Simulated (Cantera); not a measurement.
Ignition delay

Mixture: 20.9 % H2, 16.6 % O2, 62.4 % N2, at 9750 Torr, adiabatic and at constant pressure. Ignition delay is the time to a rise of 400 K.

Cantera simulation using GRI-Mech 3.0 (53 species, 325 reactions); the numbers are that mechanism's predictions, not measurements. The hydrogen kinetics of GRI-Mech 3.0 are dated; newer H2 mechanisms differ, most at raised pressure. The pressure lies above the range GRI-Mech 3.0 was tuned for (to about 10 atm).

```csv
T0 (K),delay (ms)
1025,5.51
1075,1.82
1125,0.617
1175,0.200
1225,0.0536
1275,0.0102
1325,0.00403
```
